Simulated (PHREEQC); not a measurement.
Solution (25 °C): 4.4 mmol/kgw NaCl and 41 mmol/kgw BaCl2. It is in equilibrium with CO2 at log p = -3.5 (atm). Otherwise closed; pH follows from the charge balance.

Equilibrium calculation in PHREEQC: ion-association model, wateq4f.dat.

Each row changes one thing in this solution. This is a speciation only: nothing precipitates in the calculation.

```tsv
case	pH	CO2 (mol/kgw)	HCO3- (mol/kgw)	NaHCO3 (mol/kgw)	SI of Halite (NaCl)	SI of Nahcolite (NaHCO3)
as made	5.62	1.04e-5	2.58e-6	3.68e-9	-5.24	-7.62
BaCl2 replaced by AlCl3 at the same molality	3.44	1.02e-5	1.79e-8	2.24e-11	-5.13	-9.83
temperature from 25 to 70 °C	5.71	4.38e-6	1.51e-6	2.06e-9	-5.35	-8.23
diluted 100-fold with water	5.66	1.08e-5	2.27e-6	5.18e-11	-9.04	-9.49
temperature from 25 to 5 °C	5.58	1.97e-5	3.00e-6	4.34e-9	-5.19	-7.36
NaCl from 0.0044 to 0.0088 mol/kgw	5.62	1.04e-5	2.58e-6	7.33e-9	-4.92	-7.32
```

Species that the database lacks are ignored. At this temperature some constants are extrapolated from 25 °C, and those without enthalpy data are left unchanged.
